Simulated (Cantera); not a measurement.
An isothermal, constant-pressure homogeneous reactor starts with CH4 : H2O : H2 = 1 : 0.91 : 0.13 (molar parts), at 1273 K and 1000000 Pa.

Computed with Cantera and GRI-Mech 3.0 (53 species, 325 reactions).

One state of this run: x CH4 = 0.429; x H2O = 0.433; x H2 = 0.113; x CO2 = 9.93e-5; x CH2CO = 1.27e-6; x H = 6.74e-8. x: mole fraction; the columns are a selection and need not sum to one.

Problem. Which value of t (s) does it belong to?
A. 8.91
B. 2.66
C. 5.00e-5
D. 100

Solution. A, 8.91
